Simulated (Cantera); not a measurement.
An adiabatic, constant-volume homogeneous reactor starts with 34.2 % CO, 2.05 % H₂, 10.1 % O₂, 38.0 % N₂, 15.7 % CO₂, at 1448 K and 7500 Torr.

Model: GRI-Mech 3.0 (53 species, 325 reactions), integrated in Cantera. The hydrogen kinetics of GRI-Mech 3.0 are dated; newer H2 mechanisms differ, most at raised pressure.

x: mole fraction; the columns are a selection and need not sum to one.

| t (s) | T (K) | P (bar) | x CO | x H₂ | x O₂ | x H₂O₂ | x H₂O |
|---|---|---|---|---|---|---|---|
| 2.00e-6 | 1448 | 10.0 | 0.342 | 0.0205 | 0.101 | ? | 7.30e-6 |
| 1.05e-5 | 2380 | 15.5 | 0.245 | 0.00190 | 0.0326 | ? | 0.0146 |
| 5.50e-5 | 2881 | 18.1 | 0.197 | 0.00146 | 0.00857 | ? | 0.0186 |
| 0.000288 | 2874 | 18.1 | 0.197 | 0.00148 | 0.00740 | 9.74e-8 | 0.0187 |
| 0.00151 | 2869 | 18.1 | 0.198 | 0.00149 | 0.00708 | 9.45e-8 | 0.0188 |
| 0.00793 | 2869 | 18.1 | 0.198 | 0.00149 | 0.00708 | 9.45e-8 | 0.0188 |
| 0.0416 | 2869 | 18.1 | 0.198 | 0.00149 | 0.00708 | 9.45e-8 | 0.0188 |
| 0.218 | 2869 | 18.1 | 0.198 | 0.00149 | 0.00708 | 9.45e-8 | 0.0188 |
| 1.14 | 2869 | 18.1 | 0.198 | 0.00149 | 0.00708 | 9.45e-8 | 0.0188 |
| 6.00 | 2869 | 18.1 | 0.198 | 0.00149 | 0.00708 | 9.45e-8 | 0.0188 |

Problem. What belongs in the gaps?

Solution. 
- 2.00e-6, x H₂O₂: 1.57e-8
- 1.05e-5, x H₂O₂: 3.26e-7
- 5.50e-5, x H₂O₂: 1.06e-7
